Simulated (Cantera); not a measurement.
An isothermal, constant-pressure homogeneous reactor starts with NH3 : H2 = 1 : 0.024 (molar parts), at 1798 K and 0.0780 bar.

Model: the gas-phase N/H chemistry of the illustrative SiF4/NH3 mechanism in the Surface Chemkin manual (1991), integrated in Cantera. Walls and surfaces, which speed up NH3 decomposition in real reactors, are not modelled.

x: mole fraction; the columns are a selection and need not sum to one.

```tsv
t (s)	x NH3	x H2	x N2H2	x N2	x H
2.00e-5	0.977	0.0234	1.12e-11	<1e-12	___
7.73e-5	0.977	0.0234	5.30e-10	3.53e-11	___
0.000299	0.977	0.0235	1.59e-8	1.41e-8	___
0.00116	0.976	0.0235	3.26e-7	2.24e-6	___
0.00447	0.975	0.0241	3.32e-6	0.000145	___
0.0173	0.970	0.0281	4.41e-6	0.00150	___
0.0669	0.949	0.0439	4.24e-6	0.00682	___
0.259	0.873	0.100	3.65e-6	0.0260	___
1.00	0.650	0.267	2.23e-6	0.0825	___
```

Question: What belongs in the gaps?

Answer: 
- 2.00e-5, x H: 8.44e-8
- 7.73e-5, x H: 1.55e-7
- 0.000299, x H: 4.29e-7
- 0.00116, x H: 1.48e-6
- 0.00447, x H: 4.35e-6
- 0.0173, x H: 5.78e-6
- 0.0669, x H: 8.84e-6
- 0.259, x H: 2.01e-5
- 1.00, x H: 5.77e-5
